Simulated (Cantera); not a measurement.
A closed system holds: 1 mol PbO, 0.56 mol H₂, 35 mol N₂, at 1348.15 K and 27.0 Pa.

Equilibrium computed with Cantera from the NASA thermochemical tables; the gas is ideal and each condensed phase is pure. Candidate condensed phases: H₂O, Pb, PbO, PbO₂, Pb₃O₄; 27 gas species. The numbers say what is thermodynamically allowed, not how fast it happens.

Base state: N₂ 0.956, Pb 0.0189, H₂O 0.0153, PbO 0.00836, O₂ 0.00180, NO 5.46e-5, OH 1.67e-5 (mole fractions); condensed: gas only.

**Question.** What changes in the equilibrium state with this change: H₂ from 0.56 to 1.2 mol?

**Answer.** 
```
species   before    after
-------  -------  -------
N₂         0.956    0.941
Pb        0.0189   0.0269
H₂O       0.0153   0.0269
PbO      0.00836  1.68e-5
O₂       0.00180  3.61e-9
H₂       4.34e-6  0.00539
NO       5.46e-5  7.67e-8
H        2.94e-7  1.04e-5
```
